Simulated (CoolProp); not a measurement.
n-pentane along the isobar 3.97 MPa: fugacity coefficient from the reference equation and from simpler models built on Tc = 196.5 °C, pc = 3.368 MPa, ω = 0.251; each cubic takes its own stable root.

Values from CoolProp's reference Helmholtz-energy equation of state, Thol 2019.

| T (°C) | phase | reference |
|---|---|---|
| 10.25 | liquid | 0.01138 |
| 19.55 | liquid | 0.01637 |
| 28.85 | liquid | 0.02290 |
| 38.15 | liquid | 0.03123 |
| 47.35 | liquid | 0.04151 |
| 56.65 | liquid | 0.05422 |
| 65.95 | liquid | 0.06949 |
| 75.25 | liquid | 0.08752 |
| 84.45 | liquid | 0.1082 |
| 93.75 | liquid | 0.1322 |
| 103.05 | liquid | 0.1593 |
| 112.35 | liquid | 0.1896 |

**Question.** How far does each simpler model (Redlich-Kwong, Peng-Robinson) lie from the reference over these 12 states: mean and median of the absolute difference, and the worst?

**Answer.** 
- Redlich-Kwong: mean 55.3 %, median 52.3 %, worst +93.8 % at 10.25 °C and 3.97 MPa
- Peng-Robinson: mean 0.3 %, median 0.3 %, worst -0.4 % at 56.65 °C and 3.97 MPa
